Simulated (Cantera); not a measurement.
# Thermodynamics of roasting and sulfation, feed MgO + H2S + O2

Feed: 1 mol MgO, 1.3 mol H2S, 2.5 mol O2, at 10.0 Torr.

Equilibrium computed with Cantera from the NASA thermochemical tables; the gas is ideal and each condensed phase is pure. Candidate condensed phases: H2O, H2SO4, Mg, MgO, Mg(OH)2, MgS, MgSO4, S; 26 gas species. Kinetics and transport are ignored.

From 648 K to 1048 K the condensed part is MgSO4(s). From 1148 K to 1748 K the condensed part is MgO(s).

```json
[
 {"T (K)": "648", "log p H2O": "-1.97", "log p SO2": "-2.78", "log p O2": "-6.72", "log p SO3": "-3.09", "log p OH": "-13.53", "n MgSO4(s)": "1.00", "n MgO(s)": "0"},
 {"T (K)": "748", "log p H2O": "-1.97", "log p SO2": "-2.77", "log p O2": "-4.64", "log p SO3": "-3.11", "log p OH": "-11.27", "n MgSO4(s)": "1.00", "n MgO(s)": "0"},
 {"T (K)": "848", "log p H2O": "-1.97", "log p SO2": "-2.69", "log p O2": "-3.71", "log p SO3": "-3.37", "log p OH": "-9.70", "n MgSO4(s)": "1.00", "n MgO(s)": "0"},
 {"T (K)": "948", "log p H2O": "-1.98", "log p SO2": "-2.64", "log p O2": "-3.48", "log p SO3": "-3.84", "log p OH": "-8.59", "n MgSO4(s)": "1.00", "n MgO(s)": "0"},
 {"T (K)": "1048", "log p H2O": "-1.98", "log p SO2": "-2.62", "log p O2": "-3.42", "log p SO3": "-4.31", "log p OH": "-7.73", "n MgSO4(s)": "1.00", "n MgO(s)": "0"},
 {"T (K)": "1148", "log p H2O": "-2.26", "log p SO2": "-2.27", "log p O2": "-2.64", "log p SO3": "-3.99", "log p OH": "-6.96", "n MgSO4(s)": "0", "n MgO(s)": "1.00"},
 {"T (K)": "1248", "log p H2O": "-2.26", "log p SO2": "-2.26", "log p O2": "-2.64", "log p SO3": "-4.33", "log p OH": "-6.37", "n MgSO4(s)": "0", "n MgO(s)": "1.00"},
 {"T (K)": "1348", "log p H2O": "-2.26", "log p SO2": "-2.26", "log p O2": "-2.63", "log p SO3": "-4.63", "log p OH": "-5.86", "n MgSO4(s)": "0", "n MgO(s)": "1.00"},
 {"T (K)": "1448", "log p H2O": "-2.26", "log p SO2": "-2.26", "log p O2": "-2.63", "log p SO3": "-4.89", "log p OH": "-5.43", "n MgSO4(s)": "0", "n MgO(s)": "1.00"},
 {"T (K)": "1548", "log p H2O": "-2.26", "log p SO2": "-2.26", "log p O2": "-2.63", "log p SO3": "-5.11", "log p OH": "-5.05", "n MgSO4(s)": "0", "n MgO(s)": "1.00"},
 {"T (K)": "1648", "log p H2O": "-2.26", "log p SO2": "-2.26", "log p O2": "-2.63", "log p SO3": "-5.30", "log p OH": "-4.72", "n MgSO4(s)": "0", "n MgO(s)": "1.000"},
 {"T (K)": "1748", "log p H2O": "-2.26", "log p SO2": "-2.26", "log p O2": "-2.64", "log p SO3": "-5.47", "log p OH": "-4.42", "n MgSO4(s)": "0", "n MgO(s)": "1.000"}
]
```
log p: log10 of the partial pressure in bar; n: condensed amount in mol.
